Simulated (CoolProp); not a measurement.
Saturated liquid density (kg/m³) of carbon monoxide: the reference equation beside estimates from Tc = 132.9 K, pc = 3.498 MPa, ω = 0.050. Rackett uses Z = 0.29056 − 0.08775 ω.

Values from CoolProp's reference Helmholtz-energy equation of state, Lemmon 2006. It is a short technical equation, of lower accuracy than the large ones.

| T (K) | reference | Rackett | van der Waals | Redlich-Kwong | Soave-Redlich-Kwong | Peng-Robinson |
|---|---|---|---|---|---|---|
| 100.1 | 704.9 | 716.9 | 481.4 | 689.6 | 689.8 | 781.8 |
| 104.1 | 682.9 | 695.3 | 466.1 | 662.0 | 663.1 | 751.7 |
| 108 | 659.9 | 672.7 | 449.9 | 632.9 | 634.8 | 719.5 |
| 112 | 634.4 | 647.7 | 431.9 | 600.5 | 602.9 | 683.1 |
| 115.9 | 607.1 | 620.9 | 412.5 | 565.6 | 568.5 | 643.4 |
| 119.9 | 575.4 | 589.8 | 390.1 | 525.4 | 528.6 | 597.0 |
| 123.8 | 539.3 | 554.0 | 364.5 | 480.0 | 483.2 | 543.9 |
| 127.7 | 493.4 | 508.2 | 332.5 | 424.3 | 427.0 | 477.7 |

Absolute difference from the reference over all 8 rows, mean and median: Rackett 2.3 and 2.2 %, van der Waals 32.1 and 32.0 %, Redlich-Kwong 6.9 and 6.1 %, Soave-Redlich-Kwong 6.5 and 5.7 %, Peng-Robinson 6.4 and 6.8 %.
